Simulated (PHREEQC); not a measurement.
**Metal-bearing waste water: speciation**

Dissolve 0.084 mol FeCl3, 0.0011 mol MgSO4, 0.00032 mol NaHCO3 and 4e-05 mol NaCl per kg of water at 20 °C. Closed to the air; pH follows from the charge balance.

Equilibrium calculation in PHREEQC: ion-association model, wateq4f.dat.

Precipitation was switched off in this run.

Task: What pH, ionic strength does the model give?

Result: pH 1.92; ionic strength 0.347 mol/kgw.

Task: In which forms is S present?

Result: FeSO4+ 80 %, SO4-2 9.6 %, FeHSO4+2 6.4 %, HSO4- 3.5 % of the S.

The solution is supersaturated, for example in Hematite (slow to form), Goethite (slow to form), so a real one may precipitate; this is no full list.
